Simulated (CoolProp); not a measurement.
Ethanol at several states: density (kg/m³) from the reference equation and from simpler models built on Tc = 241.6 °C, pc = 6.268 MPa, ω = 0.644; each cubic takes its own stable root.

Computed with CoolProp (reference Helmholtz-energy equation of state, Schroeder 2014).

| T (°C) | p (MPa) | phase | reference |
|---|---|---|---|
| 84.45 | 0.103 | gas | 1.646 |
| 11.35 | 0.257 | liquid | 796.9 |
| 299.95 | 0.211 | gas | 2.052 |

Task: How far does each simpler model (van der Waals, Redlich-Kwong, Soave-Redlich-Kwong, Peng-Robinson) lie from the reference over these 3 states: mean and median of the absolute difference, and the worst?

Result: 
- van der Waals: mean 33.8 %, median 1.9 %, worst -99.3 % at 11.35 °C and 0.257 MPa
- Redlich-Kwong: mean 7.4 %, median 1.5 %, worst -20.4 % at 11.35 °C and 0.257 MPa
- Soave-Redlich-Kwong: mean 5.4 %, median 1.0 %, worst -14.9 % at 11.35 °C and 0.257 MPa
- Peng-Robinson: mean 1.8 %, median 0.9 %, worst -4.4 % at 11.35 °C and 0.257 MPa

At some of these states van der Waals gives the other phase, because its saturation line lies elsewhere.
